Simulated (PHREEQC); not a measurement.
## Leach liquor: speciation

Dissolve 160 mmol/kgw HCl, 0.094 mmol/kgw ZnSO4 and 0.0036 mmol/kgw MgSO4 at 25 °C. Closed to the air; pH follows from the charge balance.

All values are PHREEQC results (ion-association model, phreeqc.dat), not measurements.

```json
{
  "pH": "0.89",
  "ionic_strength": "0.160 mol/kgw",
  "specific_conductance": "54800 µS/cm",
  "density": "1.000 g/cm³",
  "total_alkalinity": "-160 meq/kg"
}
```

| species | molality | activity | log γ |
|---|---|---|---|
| Cl- | 0.160 | 0.117 | -0.135 |
| H+ | 0.160 | 0.129 | -0.093 |
| HSO4- | 8.20e-5 | 6.20e-5 | -0.121 |
| Zn+2 | 8.15e-5 | 2.62e-5 | -0.493 |
| SO4-2 | 1.56e-5 | 4.95e-6 | -0.499 |
| ZnCl+ | 1.13e-5 | 8.27e-6 | -0.134 |
| Mg+2 | 3.60e-6 | 1.30e-6 | -0.442 |
| ZnCl2 | 9.77e-7 | 1.01e-6 | 0.016 |

Precipitation was switched off in this run.
